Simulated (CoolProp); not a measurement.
Vapour-liquid equilibrium of m-xylene (1) + o-xylene (2) at 1620 kPa; x and y are mole fractions of (1).

Computed with CoolProp (multi-fluid Helmholtz-energy mixture model, Zhou 2012 and Zhou 2012; pair parameters Bell 2016).

Give the bubble temperature and the first vapour's composition at x = 0.25, 0.55, 0.65. Is there an azeotrope?

x = 0.25: 562.2 K, y = 0.263; x = 0.55: 559.8 K, y = 0.567; x = 0.65: 559.1 K, y = 0.666. No azeotrope shows between x = 0.05 and 0.95.

The pair parameters rest on a limited set of measurements; away from them the model extrapolates.
